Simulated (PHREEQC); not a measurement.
Solution (25 °C): 1.2 mmol/kgw NH3 and 0.002 mmol/kgw H4SiO4. Closed to the air; pH follows from the charge balance.

Equilibrium calculation in PHREEQC: ion-association model, wateq4f.dat.

```json
{
  "pH": "10.13",
  "ionic_strength": "0.000139 mol/kgw",
  "total_alkalinity": "1.20 meq/kg"
}
```

| species | molality | activity | log γ |
|---|---|---|---|
| NH3 | 0.00106 | 0.00106 | 0.000 |
| NH4+ | 0.000139 | 0.000137 | -0.006 |
| OH- | 0.000138 | 0.000136 | -0.006 |
| H3SiO4- | 1.34e-6 | 1.32e-6 | -0.006 |
| H4SiO4 | 6.60e-7 | 6.60e-7 | 0.000 |
| H2SiO4-2 | 1.29e-9 | 1.22e-9 | -0.024 |

This is a speciation only: nothing precipitates in the calculation.
